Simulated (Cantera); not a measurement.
A closed system holds: 1 mol Si3N4, 0.004 mol O2, 1.8 mol N2, at 1550 °C and 113 Torr.

Method: chemical equilibrium by Gibbs-energy minimisation in Cantera with the NASA 1993 tables (ideal gas, pure condensed phases). Candidate condensed phases: Si, SiO2, Si2N2O, Si3N4; 16 gas species. Mutual solubility and eutectic melting of coexisting phases are not modelled. Equilibrium is a limit: real reactors are often held back by kinetics, nucleation or transport.

Base state: N2 0.999, SiO 0.00138 (mole fractions); condensed: Si2N2O(s) + Si3N4(s).

### Question
What changes in the equilibrium state with this change: pressure from 113 Torr to 443 Torr?

### Answer
| species | before | after |
|---|---|---|
| N2 | 0.999 | 1.000 |
| SiO | 0.00138 | 0.000222 |
| Si2N2O(s), mol | 0.00551 | 0.00760 |
| Si3N4(s), mol | 0.995 | 0.995 |

### Question
What changes in the equilibrium state with this change: temperature from 1550 °C to 1050 °C?

### Answer
```tsv
species	before	after
N2	0.999	1.00
SiO	0.00138	<1e-9
Si2N2O(s), mol	0.00551	0.00800
Si3N4(s), mol	0.995	0.995
```

### Question
What changes in the equilibrium state with this change: temperature from 1550 °C to 1252 °C?

### Answer
```tsv
species	before	after
N2	0.999	1.000
SiO	0.00138	8.39e-7
Si2N2O(s), mol	0.00551	0.00800
Si3N4(s), mol	0.995	0.995
```
